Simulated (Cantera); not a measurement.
A perfectly stirred reactor is fed with 50.1 % H2, 29.5 % O2, 20.4 % N2, equivalence ratio 0.85, at 0.820 bar; it is held at 1100 K, and followed from long to short residence time.

Model: GRI-Mech 3.0 (53 species, 325 reactions), integrated in Cantera. The temperature is held fixed by assumption; the heat of reaction is taken as removed at once.

One state of this run: x H2 = 0.0877; x O2 = 0.100; x NO = 1.91e-9; x H = 2.94e-5; x OH = 1.07e-5; x O = 7.65e-6; x H2O = 0.552. x: mole fraction; the columns are a selection and need not sum to one.

Problem. Which value of τ (s) does it belong to?
(A) 0.34
(B) 0.039
(C) 0.014
(D) 0.0016

Solution. B, 0.039
